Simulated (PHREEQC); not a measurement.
A solution holds 0.0043 mol/kgw NiSO4, 0.00019 mol/kgw H3BO3 and 0.23 mol/kgw NiCl2, at 25 °C. Closed to the air; pH follows from the charge balance.

Equilibrium calculation in PHREEQC: ion-association model, wateq4f.dat.

Precipitation was switched off in this run.

**Question.** What pH, ionic strength does the model give?

**Answer.** pH 5.58; ionic strength 0.548 mol/kgw.

**Question.** In which forms is Ni present?

**Answer.** Ni+2 72 %, NiCl+ 17 %, NiCl2 9.7 %, NiSO4 1.2 % of the Ni.
